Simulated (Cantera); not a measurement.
Standard-state values (1 bar) from the NASA 1993 polynomials, evaluated with Cantera. Values are per mole of reaction as written; species without (g) are pure solids or liquids, kept so even where they would boil at 1 bar.

Question: Between 300 and 1550 K, where is each reaction favourable under standard conditions?
- O2(g) + 4 LiCl → 2 Li2O + 4 Cl(g)

Answer: 
- O2(g) + 4 LiCl → 2 Li2O + 4 Cl(g): ΔG° is 833 kJ at 300 K and 550 kJ at 1550 K; it stays positive (K < 1). ΔH° is 823 kJ and ΔS° 176 J/K at 1550 K.
